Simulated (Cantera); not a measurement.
An adiabatic, constant-volume homogeneous reactor starts with 7.45 % C2H4, 14.9 % O2, 56.0 % N2, 21.6 % H2O, at 1423 K and 0.960 bar.

Model: GRI-Mech 3.0 (53 species, 325 reactions), integrated in Cantera. GRI-Mech 3.0 was tuned for natural gas; its chemistry of ethylene as a main component is partial and can be far from experiment.

One state of this run: T (K) = 2760; P (bar) = 2.04; x C2H4 = <1e-12; x O2 = 0.00379; x H2O = 0.256; x HO2 = 2.59e-6; x H = 0.0141; x NO = 0.000306. x: mole fraction; the columns are a selection and need not sum to one.

### Question
Which value of t (s) does it belong to?
A) 2.25e-5
B) 0.00400
C) 0.00949
D) 0.000126

### Answer
D, 0.000126
